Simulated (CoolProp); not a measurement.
The fluid at 281.6 K and 0.0692 MPa flows at 1 m/s in a round tube of 1 mm bore and 15 µm roughness, fully developed (64/Re and Nu = 3.66 if laminar; Colebrook and Gnielinski if turbulent). The same conditions are run with several fluids, on thermodynamics alone (safety and materials aside).

Model: reference Helmholtz-energy equation of state of each fluid (R236EA: Rui 2013; C3F8 (R218): Lemmon 2006; R124: de Vries 1995; R152A: Outcalt 1996; ethane: Bücker 2006), in CoolProp.

Rank R236EA, C3F8 (R218), R124, R152A, ethane by Reynolds number, highest first.

C3F8 (R218) (487), R236EA (450), R124 (339), R152A (189), ethane (101)

```
fluid        Darcy friction factor  pressure drop (Pa/m)  heat-transfer coefficient (W/(m² K))  mass flow (kg/h)
-----------  ---------------------  --------------------  ------------------------------------  ----------------
R236EA                       0.142                   329                                  48.5            0.0131
C3F8 (R218)                  0.132                   372                                  41.1            0.0160
R124                         0.189                   389                                  43.6            0.0117
R152A                        0.338                   336                                  45.8           0.00562
ethane                       0.634                   283                                  69.2           0.00253
```

Transport values come from each fluid's own correlations; those of R236EA, C3F8 (R218), R124, R152A are estimates that may be off by 10 % or more.
